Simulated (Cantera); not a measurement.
**Adiabatic ignition**

An adiabatic, constant-pressure homogeneous reactor starts with 27.0 % H₂, 15.3 % O₂, 57.7 % N₂, at 1575 K and 1700000 Pa.

Model: GRI-Mech 3.0 (53 species, 325 reactions), integrated in Cantera. The hydrogen kinetics of GRI-Mech 3.0 are dated; newer H2 mechanisms differ, most at raised pressure. The pressure lies above the range GRI-Mech 3.0 was tuned for (to about 10 atm). Above 3000 K some thermodynamic fits are extrapolated.

| t (s) | T (K) | x H₂ | x O₂ | x NO | x O | x N₂O | x H₂O |
|---|---|---|---|---|---|---|---|
| 3.00e-6 | 3071 | 0.0244 | 0.0242 | 0.000676 | 0.00573 | 2.57e-6 | 0.260 |
| 7.17e-6 | 3078 | 0.0240 | 0.0236 | 0.00185 | 0.00550 | 2.64e-6 | 0.261 |
| 1.72e-5 | 3074 | 0.0242 | 0.0226 | 0.00437 | 0.00533 | 2.65e-6 | 0.261 |
| 4.10e-5 | 3068 | 0.0247 | 0.0210 | 0.00875 | 0.00503 | 2.73e-6 | 0.261 |
| 9.81e-5 | 3062 | 0.0251 | 0.0195 | 0.0129 | 0.00475 | 2.90e-6 | 0.261 |
| 0.000235 | 3060 | 0.0252 | 0.0191 | 0.0140 | 0.00468 | 2.96e-6 | 0.261 |
| 0.000561 | 3060 | 0.0252 | 0.0191 | 0.0140 | 0.00467 | 2.96e-6 | 0.261 |
| 0.00134 | 3060 | 0.0252 | 0.0191 | 0.0140 | 0.00467 | 2.96e-6 | 0.261 |
| 0.00321 | 3060 | 0.0252 | 0.0191 | 0.0140 | 0.00467 | 2.96e-6 | 0.261 |
| 0.00767 | 3060 | 0.0252 | 0.0191 | 0.0140 | 0.00467 | 2.96e-6 | 0.261 |
| 0.0183 | 3060 | 0.0252 | 0.0191 | 0.0140 | 0.00467 | 2.96e-6 | 0.261 |
| 0.0439 | 3060 | 0.0252 | 0.0191 | 0.0140 | 0.00467 | 2.96e-6 | 0.261 |
| 0.105 | 3060 | 0.0252 | 0.0191 | 0.0140 | 0.00467 | 2.96e-6 | 0.261 |
| 0.251 | 3060 | 0.0252 | 0.0191 | 0.0140 | 0.00467 | 2.96e-6 | 0.261 |
| 0.600 | 3060 | 0.0252 | 0.0191 | 0.0140 | 0.00467 | 2.96e-6 | 0.261 |
x: mole fraction; the columns are a selection and need not sum to one.

The time of steepest temperature rise comes out as 0.719 µs, the temperature at 0.600 s comes out as 3060 K and the equilibrium temperature comes out as 3060 K. The x(H₂) at 0.600 s is 0.0252 (gas-phase equilibrium 0.0252) and the x(O₂) at 0.600 s is 0.0191 (gas-phase equilibrium 0.0191). The x(NO) at 0.600 s is 0.0140 (gas-phase equilibrium 0.0140).
